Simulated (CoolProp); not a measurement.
p-xylene along the isobar 11.9 MPa: density (kg/m³) from the reference equation and from simpler models built on Tc = 343.0 °C, pc = 3.532 MPa, ω = 0.324; each cubic takes its own stable root.

Values from CoolProp's reference Helmholtz-energy equation of state, Zhou 2012.

| T (°C) | phase | reference |
|---|---|---|
| 91.05 | liquid | 810.7 |
| 105.25 | liquid | 798.8 |
| 119.45 | liquid | 786.7 |
| 133.65 | liquid | 774.5 |
| 147.75 | liquid | 762.2 |
| 161.95 | liquid | 749.5 |
| 176.15 | liquid | 736.7 |
| 190.35 | liquid | 723.6 |

**Question.** How far does each simpler model (Redlich-Kwong, Peng-Robinson) lie from the reference over these 8 states: mean and median of the absolute difference, and the worst?

**Answer.** 
- Redlich-Kwong: mean 14.6 %, median 14.6 %, worst -14.8 % at 91.05 °C and 11.9 MPa
- Peng-Robinson: mean 0.9 %, median 0.8 %, worst -1.5 % at 91.05 °C and 11.9 MPa
